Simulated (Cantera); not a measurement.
A perfectly stirred reactor is fed with C2H6 : H2 : N2 = 1 : 18 : 0.38 (molar parts), at 0.0188 atm; it is held at 1550 K, and followed from long to short residence time.

Model: GRI-Mech 3.0 (53 species, 325 reactions), integrated in Cantera. GRI-Mech 3.0 stops at C3 and has no aromatics, soot or wall deposition, so with more carbon than oxygen in the feed, carbon stays in small species such as C2H2 where larger ones or solid carbon would form. Radical loss at walls, strong at low pressure, is not modelled.

x: mole fraction; the columns are a selection and need not sum to one.

```
τ (s)     x C2H6   x H2    x CH2    x C2H4     x CH3
------  --------  -----  -------  --------  --------
1.8      3.37e-5  0.920  1.03e-7  0.000365  0.000261
0.92         [?]  0.918      [?]       [?]       [?]
0.47     9.99e-5  0.916  2.14e-7  0.000775  0.000437
0.23         [?]  0.914      [?]       [?]       [?]
0.12    0.000302  0.912  4.21e-7   0.00181  0.000711
0.060   0.000532  0.910  5.72e-7   0.00280  0.000893
0.030   0.000941  0.908  7.59e-7   0.00424   0.00111
0.015    0.00167  0.906  9.89e-7   0.00620   0.00136
0.0077   0.00291  0.905  1.26e-6   0.00844   0.00167
```

Problem. Fill in the missing entries.

Solution. 
- 0.92, x C2H6: 5.80e-5
- 0.92, x CH2: 1.49e-7
- 0.92, x C2H4: 0.000523
- 0.92, x CH3: 0.000339
- 0.23, x C2H6: 0.000178
- 0.23, x CH2: 3.09e-7
- 0.23, x C2H4: 0.00120
- 0.23, x CH3: 0.000567
